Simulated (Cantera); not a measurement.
An isothermal, constant-pressure homogeneous reactor starts with 4.17 % NH₃, 95.8 % H₂, at 2375 K and 0.0118 atm.

Model: the gas-phase N/H chemistry of the illustrative SiF4/NH3 mechanism in the Surface Chemkin manual (1991), integrated in Cantera. Walls and surfaces, which speed up NH3 decomposition in real reactors, are not modelled.

One state of this run: x NH₃ = 0.0391; x H₂ = 0.955; x N₂ = 0.000858; x N₂H₂ = 7.19e-7; x H = 0.00463. x: mole fraction; the columns are a selection and need not sum to one.

Which value of t (s) does it belong to?
A. 0.000186
B. 0.0162
C. 0.461
D. 0.00530

B, 0.0162
